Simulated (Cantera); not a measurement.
**Low-pressure radical oxidation in H2/O2**

An isothermal, constant-pressure homogeneous reactor starts with H2 : O2 = 0.11 : 1 (molar parts), equivalence ratio 0.055, at 1000 K and 0.0133 bar.

Computed with Cantera and the H2/O2 subset of GRI-Mech 3.0, which has no nitrogen chemistry. Radical loss at walls, strong at low pressure, is not modelled. The temperature is held fixed by assumption; the heat of reaction is taken as removed at once.

```tsv
t (s)	x H2	x O2	x O	x HO2	x OH	x H2O2	x H
4.00e-6	0.0991	0.901	<1e-12	3.47e-12	<1e-12	<1e-12	3.42e-12
1.59e-5	0.0991	0.901	<1e-12	1.37e-11	<1e-12	<1e-12	1.31e-11
6.28e-5	0.0991	0.901	1.01e-11	5.46e-11	7.85e-12	<1e-12	4.79e-11
0.000249	0.0991	0.901	1.36e-10	2.18e-10	7.18e-11	<1e-12	2.18e-10
0.000986	0.0991	0.901	6.08e-9	1.00e-9	2.67e-9	<1e-12	6.67e-9
0.00391	0.0946	0.898	0.00150	5.59e-6	0.000640	1.78e-8	0.00173
0.0155	0.00153	0.880	0.0131	9.94e-6	0.00189	2.04e-7	0.00690
0.0614	0.000108	0.895	0.000953	4.17e-6	0.000429	1.76e-7	0.000112
0.243	5.74e-6	0.896	5.56e-5	6.84e-7	0.000103	7.93e-8	1.56e-6
0.964	4.54e-7	0.896	5.40e-6	9.32e-8	3.23e-5	2.55e-8	4.75e-8
3.82	5.95e-8	0.896	8.22e-7	1.60e-8	1.26e-5	7.82e-9	2.82e-9
15.1	1.07e-8	0.896	1.60e-7	3.38e-9	5.54e-6	2.32e-9	2.41e-10
60.0	2.28e-9	0.896	3.52e-8	9.32e-10	2.60e-6	6.54e-10	2.49e-11
```
x: mole fraction; the columns are a selection and need not sum to one.

Equilibrium at this temperature and pressure: H2 8.39e-11, O2 0.896, O 1.30e-9, HO2 9.59e-10, OH 4.98e-7, H2O2 3.21e-11, H <1e-12 (gas phase only).
